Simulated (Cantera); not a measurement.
Charge: 1 mol MgO, 1.3 mol H₂S, 2.5 mol O₂, held at 0.250 bar.

Method: chemical equilibrium by Gibbs-energy minimisation in Cantera with the NASA 1993 tables (ideal gas, pure condensed phases). Candidate condensed phases: H₂O, H₂SO₄, Mg, MgO, Mg(OH)₂, MgS, MgSO₄, S; 26 gas species. Rates play no part.

Problem. At 648 K, list the 4 most abundant gas species with their mole fractions, and the condensed phases.

Solution. H₂O 0.809, SO₂ 0.127, SO₃ 0.0464, H₂SO₄ 0.0171. Condensed: MgSO₄(s).
